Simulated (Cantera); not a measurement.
A counterflow diffusion flame at 750 Torr, nozzles 20 mm apart: fuel side CO : H2 = 1 : 0.21 (molar parts) at 348 K, oxidiser side O2 : N2 = 0.2 : 0.8 (molar parts) at 598 K, fuel mass flux 0.97 times the oxidiser's; mixture-averaged transport, no radiation.

Detailed kinetics in Cantera: GRI-Mech 3.0 (53 species, 325 reactions). The maximum strain rate includes the flame's own expansion and is several times the mean.

x: mole fraction; the columns are a selection and need not sum to one.

| oxidiser flux (kg/m²/s) | max strain (1/s) | mean strain (1/s) | T max (K) | peak x OH | peak x H | peak x NO | peak x CO |
|---|---|---|---|---|---|---|---|
| 0.6 | 330 | 87.6 | 2095 | 0.00848 | 0.00927 | 0.000107 | 0.840 |
| 0.74 | 400 | 108 | 2067 | 0.00846 | 0.0100 | 9.03e-5 | 0.840 |
| 0.9 | 480 | 131 | 2041 | 0.00847 | 0.0108 | 7.88e-5 | 0.840 |
| 1.1 | 579 | 161 | 2013 | 0.00844 | 0.0116 | 6.91e-5 | 0.840 |
| 1.4 | 725 | 204 | 1980 | 0.00837 | 0.0126 | 6.00e-5 | 0.839 |
| 1.7 | 871 | 248 | 1951 | 0.00827 | 0.0135 | 5.38e-5 | 0.839 |
| 2.1 | … | 307 | 1921 | 0.00816 | 0.0144 | … | 0.839 |
| 2.5 | 1250 | 365 | 1896 | 0.00802 | 0.0153 | 4.46e-5 | 0.839 |
| 3.1 | 1530 | 453 | 1862 | 0.00780 | 0.0163 | 4.02e-5 | 0.839 |
| 3.8 | … | 555 | 1830 | 0.00762 | 0.0172 | … | 0.839 |

Problem. What belongs in the gaps?

Solution. 
- 2.1, max strain (1/s): 1060
- 2.1, peak x NO: 4.85e-5
- 3.8, max strain (1/s): 1860
- 3.8, peak x NO: 3.64e-5
